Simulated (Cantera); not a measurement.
## Ammonia decomposition in nitride growth gas

An isothermal, constant-pressure homogeneous reactor starts with 5.88 % NH3, 94.1 % N2, at 2150 K and 0.0267 bar.

Computed with Cantera and the gas-phase N/H chemistry of the illustrative SiF4/NH3 mechanism in the Surface Chemkin manual (1991). Walls and surfaces, which speed up NH3 decomposition in real reactors, are not modelled.

```csv
t (s),x NH3,x H2,x N2H4,x N2,x N2H2
0.000200,0.0588,1.36e-5,3.25e-12,0.941,5.34e-10
0.000386,0.0588,2.78e-5,1.28e-11,0.941,2.36e-9
0.000746,0.0587,5.57e-5,4.86e-11,0.941,1.06e-8
0.00144,0.0586,0.000114,1.80e-10,0.941,4.91e-8
0.00278,0.0584,0.000268,6.37e-10,0.941,2.09e-7
0.00537,0.0578,0.000840,1.87e-9,0.941,7.15e-7
0.0104,0.0561,0.00300,2.83e-9,0.940,1.37e-6
0.0200,0.0526,0.00806,2.03e-9,0.939,1.31e-6
0.0386,0.0466,0.0167,1.24e-9,0.936,1.03e-6
0.0746,0.0374,0.0298,6.95e-10,0.932,7.28e-7
0.144,0.0253,0.0471,3.29e-10,0.927,4.24e-7
0.278,0.0128,0.0649,1.09e-10,0.922,1.77e-7
0.537,0.00403,0.0773,1.90e-11,0.918,4.27e-8
1.04,0.000551,0.0821,1.05e-12,0.917,4.05e-9
2.00,1.79e-5,0.0823,<1e-12,0.916,5.23e-11
```
x: mole fraction; the columns are a selection and need not sum to one.

Equilibrium at this temperature and pressure: NH3 9.07e-9, H2 0.0794, N2H4 <1e-12, N2 0.913, N2H2 <1e-12 (gas phase only).
